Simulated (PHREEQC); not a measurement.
A solution holds 3.1e-06 mol/kgw Ca(HCO3)2, 8.1e-07 mol/kgw ZnCl2 and 9.2e-06 mol/kgw KF, at 85 °C. Closed to the air; pH follows from the charge balance.

Computed with PHREEQC (ion-association model, phreeqc.dat).

No solid was allowed to form.

Problem. Estimate the pH, ionic strength.

Solution. pH 6.75; ionic strength 2.08e-5 mol/kgw.

Problem. In which forms is C present?

Solution. HCO3- 71 %, CO2 29 % of the C.

At this temperature some constants are extrapolated from 25 °C, and those without enthalpy data are left unchanged.
